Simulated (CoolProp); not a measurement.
Saturation properties of carbon monoxide (Tc = -140.3 °C, pc = 3.498 MPa, ω = 0.050).

The numbers come from the reference Helmholtz-energy equation of state, Lemmon 2006 in CoolProp. It is a short technical equation, of lower accuracy than the large ones.

```csv
T (°C),p (MPa),vapour density (kg/m³),enthalpy of vaporisation (kJ/kg),liquid cp (kJ/(kg K))
-170.45,0.6612,25.66,178.6,2.356
-167.85,0.7899,30.65,172.8,2.415
-165.15,0.9415,36.66,166.3,2.491
-162.45,1.113,43.66,159.2,2.585
-159.75,1.306,51.85,151.5,2.705
-157.15,1.513,61.10,143.3,2.856
-154.45,1.752,72.49,133.9,3.069
-151.75,2.017,86.25,123.2,3.377
-149.15,2.300,102.6,111.3,3.842
-146.45,2.623,124.5,96.54,4.725
-143.75,2.980,155.6,77.22,6.978
```

It boils at -191.5 °C under 1 atm.
